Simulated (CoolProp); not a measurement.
Vapour-liquid equilibrium of R143a (1) + R1234yf (2) at 234.9 K; x and y are mole fractions of (1).

Model: multi-fluid Helmholtz-energy mixture model, Lemmon and Jacobsen 2000 and Lemmon 2022; pair parameters Bell 2016, in CoolProp.

| x | bubble pressure, mixture model (kPa) | bubble pressure, Raoult's law (kPa) | y, mixture model | y, Raoult's law |
|---|---|---|---|---|
| 0.05 | 72.69 | 71.92 | 0.113 | 0.106 |
| 0.2 | 86.83 | 84.61 | 0.366 | 0.360 |
| 0.35 | 100.0 | 97.31 | 0.545 | 0.548 |
| 0.5 | 112.5 | 110.0 | 0.682 | 0.692 |
| 0.65 | 124.6 | 122.7 | 0.794 | 0.807 |
| 0.8 | 136.5 | 135.4 | 0.889 | 0.900 |
| 0.95 | 148.4 | 148.1 | 0.974 | 0.977 |

The largest gap from Raoult's law is +2.8 % in bubble pressure, at x = 0.35. No azeotrope shows between x = 0.05 and 0.95.

Pair parameters are fitted to limited data, so mixtures are less certain than the pure fluids.
